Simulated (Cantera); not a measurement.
**CaCO₃ + H₂ + H₂O (calcination and drying)**

A closed system holds: 1 mol CaCO₃, 0.93 mol H₂, 0.032 mol H₂O, equilibrated at 0.00133 bar.

Method: chemical equilibrium by Gibbs-energy minimisation in Cantera with the NASA 1993 tables (ideal gas, pure condensed phases). Candidate condensed phases: C, C₆H₆, C₇H₈, C₈H₁₈, Ca, CaCO₃, CaO, Ca(OH)₂, H₂O; 115 gas species. Equilibrium is a limit: real reactors are often held back by kinetics, nucleation or transport.

```
T (K)   x H₂     x CO₂   x H₂O      x CO       x H     x CH₄      x OH  n CaCO₃(calcite)  n CaO(s)
-----  -----  --------  ------  --------  --------  --------  --------  ----------------  --------
625    0.959  0.000153  0.0385  0.000184    <1e-12   0.00250    <1e-12             0.997   0.00273
725    0.891    0.0157  0.0626    0.0297  2.41e-12  0.000588    <1e-12             0.954    0.0463
825    0.309     0.345   0.181     0.165  1.21e-10   5.46e-7    <1e-12                 0      1.00
925    0.276     0.312   0.214     0.198   3.75e-9   1.16e-8  3.44e-12                 0      1.00
1025   0.249     0.284   0.242     0.225   5.95e-8  4.96e-10  1.54e-10                 0      1.00
1125   0.226     0.262   0.264     0.248   5.79e-7  3.59e-11   3.51e-9                 0      1.00
1225   0.209     0.244   0.282     0.265   3.90e-6  3.92e-12   4.79e-8                 0      1.00
1325   0.194     0.230   0.296     0.280   1.97e-5    <1e-12   4.40e-7                 0      1.00
1425   0.182     0.218   0.308     0.292   7.97e-5    <1e-12   2.95e-6                 0      1.00
1525   0.172     0.208   0.318     0.302  0.000269    <1e-12   1.54e-5                 0     1.000
1625   0.163     0.199   0.326     0.310  0.000781    <1e-12   6.57e-5                 0     1.000
1725   0.156     0.192   0.333     0.317   0.00201    <1e-12  0.000236                 0     1.000
1825   0.149     0.186   0.337     0.322   0.00465    <1e-12  0.000738                 0     1.000
1925   0.142     0.181   0.339     0.326   0.00986    <1e-12   0.00204                 0     1.000
```
x: gas mole fraction; n: condensed amount in mol.

From 625 K to 725 K the condensed part is CaCO₃(calcite) + CaO(s). From 825 K to 1925 K the condensed part is CaO(s).
